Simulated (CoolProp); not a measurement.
CHF3 (R23) along the isotherm 169.2 K: Z from the reference equation and from simpler models built on Tc = 299.3 K, pc = 4.832 MPa, ω = 0.263; each cubic takes its own stable root.

Computed with CoolProp (reference Helmholtz-energy equation of state, Penoncello 2003).

| p (MPa) | phase | reference |
|---|---|---|
| 4.39 | liquid | 0.1424 |
| 8.78 | liquid | 0.2833 |
| 13.2 | liquid | 0.4239 |
| 17.6 | liquid | 0.5625 |
| 22 | liquid | 0.7001 |
| 26.4 | liquid | 0.8366 |
| 30.7 | liquid | 0.9690 |
| 35.1 | liquid | 1.103 |
| 39.5 | liquid | 1.237 |
| 43.9 | liquid | 1.370 |
| 48.3 | liquid | 1.502 |

Q: How far does each simpler model (van der Waals, Redlich-Kwong) lie from the reference over these 11 states: mean and median of the absolute difference, and the worst?

A: 
- van der Waals: mean 71.5 %, median 70.8 %, worst +76.1 % at 169.2 K and 4.39 MPa
- Redlich-Kwong: mean 19.1 %, median 19.0 %, worst +20.1 % at 169.2 K and 4.39 MPa
